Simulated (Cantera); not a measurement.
Feed: 1 mol H2O, a varied amount of O2, 2.4 mol H2, equilibrated at 1175 °C and 0.000210 bar.

These are equilibrium values from Cantera (NASA tables, ideal gas, pure condensed phases), not measurements of a reactor. Candidate condensed phases: H2O; 9 gas species. Kinetics and transport are ignored.

x: gas mole fraction; nothing condenses.

| n(O2) (mol) | x H2O | x H2 | x O2 | x OH | x H |
|---|---|---|---|---|---|
| 0.46 | 0.565 | 0.435 | 6.83e-9 | 1.30e-5 | 0.000420 |
| 0.59 | 0.641 | 0.359 | 1.30e-8 | 1.62e-5 | 0.000382 |
| 0.75 | ___ | ___ | ___ | ___ | ___ |
| 0.97 | 0.865 | 0.135 | 1.66e-7 | 3.57e-5 | 0.000234 |
| 1.2 | 0.997 | 0.00206 | 0.000951 | 0.000333 | 2.89e-5 |
| 1.6 | ___ | ___ | ___ | ___ | ___ |
| 2 | 0.809 | 0.000118 | 0.190 | 0.00113 | 6.92e-6 |

Q: What belongs in the gaps?

A: 
- 1.6, x H2O: 0.894
- 1.6, x H2: 0.000176
- 1.6, x O2: 0.105
- 1.6, x OH: 0.00102
- 1.6, x H: 8.44e-6
- 0.75, x H2O: 0.735
- 0.75, x H2: 0.265
- 0.75, x O2: 3.13e-8
- 0.75, x OH: 2.17e-5
- 0.75, x H: 0.000328
